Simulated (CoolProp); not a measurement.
Properties of tetradecamethylhexasiloxane (MD4M) at several states.

Computed with CoolProp (reference Helmholtz-energy equation of state, Thol 2019).

```csv
T (°C),p (MPa),phase,cp (kJ/(kg K)),Joule-Thomson coefficient (K/MPa)
8.65,1.76,liquid,___,___
6.75,0.424,liquid,___,___
231.05,2.97,liquid,___,___
```

Q: Some entries are withheld; supply them.

A: 
- 8.65, cp (kJ/(kg K)): 1.666
- 8.65, Joule-Thomson coefficient (K/MPa): -0.4659
- 6.75, cp (kJ/(kg K)): 1.662
- 6.75, Joule-Thomson coefficient (K/MPa): -0.4663
- 231.05, cp (kJ/(kg K)): 2.124
- 231.05, Joule-Thomson coefficient (K/MPa): -0.1625
